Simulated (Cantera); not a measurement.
# Ammonia decomposition in nitride growth gas

An isothermal, constant-pressure homogeneous reactor starts with NH3 : H2 = 1 : 0.35 (molar parts), at 1875 K and 0.420 bar.

Model: the gas-phase N/H chemistry of the illustrative SiF4/NH3 mechanism in the Surface Chemkin manual (1991), integrated in Cantera. Walls and surfaces, which speed up NH3 decomposition in real reactors, are not modelled.

```json
[
 {"t (s)": "4.00e-6", "x NH3": "0.741", "x H2": "0.259", "x NH": "2.92e-10", "x N2H4": "1.30e-11", "x N": "<1e-12"},
 {"t (s)": "2.87e-5", "x NH3": "0.741", "x H2": "0.259", "x NH": "2.71e-8", "x N2H4": "8.50e-10", "x N": "6.55e-11"},
 {"t (s)": "0.000206", "x NH3": "0.740", "x H2": "0.259", "x NH": "1.31e-6", "x N2H4": "4.05e-8", "x N": "2.37e-8"},
 {"t (s)": "0.00147", "x NH3": "0.737", "x H2": "0.262", "x NH": "5.10e-6", "x N2H4": "1.67e-7", "x N": "1.74e-7"},
 {"t (s)": "0.0106", "x NH3": "0.712", "x H2": "0.279", "x NH": "5.09e-6", "x N2H4": "1.59e-7", "x N": "1.78e-7"},
 {"t (s)": "0.0757", "x NH3": "0.566", "x H2": "0.384", "x NH": "4.93e-6", "x N2H4": "1.17e-7", "x N": "1.99e-7"},
 {"t (s)": "0.543", "x NH3": "0.163", "x H2": "0.671", "x NH": "3.47e-6", "x N2H4": "2.22e-8", "x N": "2.32e-7"},
 {"t (s)": "3.89", "x NH3": "0.00324", "x H2": "0.784", "x NH": "4.38e-7", "x N2H4": "5.42e-11", "x N": "7.53e-8"},
 {"t (s)": "27.9", "x NH3": "0.000205", "x H2": "0.786", "x NH": "3.11e-8", "x N2H4": "<1e-12", "x N": "5.67e-9"},
 {"t (s)": "200", "x NH3": "2.64e-5", "x H2": "0.786", "x NH": "4.00e-9", "x N2H4": "<1e-12", "x N": "7.30e-10"}
]
```
x: mole fraction; the columns are a selection and need not sum to one.

Equilibrium at this temperature and pressure: NH3 3.37e-6, H2 0.786, NH 5.12e-10, N2H4 <1e-12, N 9.34e-11 (gas phase only).
